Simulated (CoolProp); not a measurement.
The numbers come from the reference Helmholtz-energy equation of state, Aleksandrov 2011 in CoolProp. It is a short technical equation, of lower accuracy than the large ones.

### Question
For n-undecane, give the phase and the Z, cp (kJ/(kg K)), cv (kJ/(kg K)), isothermal compressibility (1/MPa) at 620 K and 1660 kPa; 620 K and 14900 kPa; 620 K and 16600 kPa.

### Answer
- 620 K and 1660 kPa: liquid; Z 0.127, cp 4.11, cv 3.00, isothermal compressibility 0.120
- 620 K and 14900 kPa: liquid; Z 0.872, cp 3.31, cv 2.95, isothermal compressibility 0.00754
- 620 K and 16600 kPa: liquid; Z 0.960, cp 3.30, cv 2.95, isothermal compressibility 0.00681
